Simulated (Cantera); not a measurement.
Input (Python, Cantera):

```python
import numpy as np
import cantera as ct

gas = ct.Solution("h2o2.yaml")
gas.TPX = 1173, 101325, {'H2': 1, 'O2': 1.25, 'N2': 4.7}
reactor = ct.IdealGasConstPressureReactor(gas, energy="on", clone=False)
net = ct.ReactorNet([reactor])
net.rtol, net.atol = 1e-08, 1e-16
show = ['H2', 'O2', 'O', 'H', 'HO2', 'OH', 'H2O']
times = np.geomspace(8e-06, 3, 13)

steps = ct.SolutionArray(gas, extra=["t"])
rows = []
print(f"{'t/s':>10s}{'T/K':>9s}{'P/Pa':>11s}" + "".join(f"{s:>11s}" for s in show))
for t in times:
    while net.time < t:
        t_next = net.step()
        steps.append(gas.state, t=t_next)
    rows.append([np.interp(t, steps.t, y) for y in (steps.T, steps.P, *steps(*show).X.T)])
    print(f"{t:10.3e}{rows[-1][0]:9.1f}{rows[-1][1]:11.4g}" + "".join(f"{x:11.3e}" for x in rows[-1][2:]))
rate = np.gradient(steps.T, steps.t)
print("integrator steps:", len(steps.t))
if steps.T.max() > steps.T[0] + 200:
    print(f"time of steepest temperature rise: {steps.t[rate.argmax()]:.4e} s")
gas.TPX = 1173, 101325, {'H2': 1, 'O2': 1.25, 'N2': 4.7}
gas.equilibrate("HP")
print(f"equilibrium (HP): T = {gas.T:.1f} K  " + "  ".join(f"{s} {gas[s].X[0]:.3e}" for s in show))
```

Output:

```
       t/s      T/K       P/Pa         H2         O2          O          H        HO2         OH        H2O
 8.000e-06   1173.0  1.013e+05  1.439e-01  1.799e-01  6.113e-09  2.319e-08  1.354e-08  3.227e-09  2.570e-08
 2.331e-05   1173.0  1.013e+05  1.439e-01  1.799e-01  6.205e-07  2.270e-06  6.552e-07  3.245e-07  3.501e-06
 6.794e-05   1676.9  1.013e+05  1.162e-02  1.092e-01  2.264e-02  2.449e-02  4.003e-05  1.283e-02  1.187e-01
 1.980e-04   2096.8  1.013e+05  2.532e-03  1.122e-01  4.544e-03  1.523e-03  7.443e-06  1.044e-02  1.454e-01
 5.769e-04   2166.7  1.013e+05  5.732e-04  1.145e-01  1.020e-03  1.537e-04  4.207e-06  5.395e-03  1.513e-01
 1.681e-03   2172.6  1.013e+05  4.304e-04  1.147e-01  7.679e-04  1.000e-04  4.230e-06  4.716e-03  1.519e-01
 4.899e-03   2172.6  1.013e+05  4.302e-04  1.147e-01  7.675e-04  9.996e-05  4.230e-06  4.715e-03  1.519e-01
 1.428e-02   2172.6  1.013e+05  4.302e-04  1.147e-01  7.675e-04  9.996e-05  4.230e-06  4.715e-03  1.519e-01
 4.160e-02   2172.6  1.013e+05  4.302e-04  1.147e-01  7.675e-04  9.996e-05  4.230e-06  4.715e-03  1.519e-01
 1.212e-01   2172.6  1.013e+05  4.302e-04  1.147e-01  7.675e-04  9.996e-05  4.230e-06  4.715e-03  1.519e-01
 3.533e-01   2172.6  1.013e+05  4.302e-04  1.147e-01  7.675e-04  9.996e-05  4.230e-06  4.715e-03  1.519e-01
 1.029e+00   2172.6  1.013e+05  4.302e-04  1.147e-01  7.675e-04  9.996e-05  4.230e-06  4.715e-03  1.519e-01
 3.000e+00   2172.6  1.013e+05  4.302e-04  1.147e-01  7.675e-04  9.996e-05  4.230e-06  4.715e-03  1.519e-01
integrator steps: 1254
time of steepest temperature rise: 5.7851e-05 s
equilibrium (HP): T = 2172.6 K  H2 4.302e-04  O2 1.147e-01  O 7.675e-04  H 9.996e-05  HO2 4.230e-06  OH 4.715e-03  H2O 1.519e-01
```

Detailed kinetics in Cantera: the H2/O2 subset of GRI-Mech 3.0, which has no nitrogen chemistry.
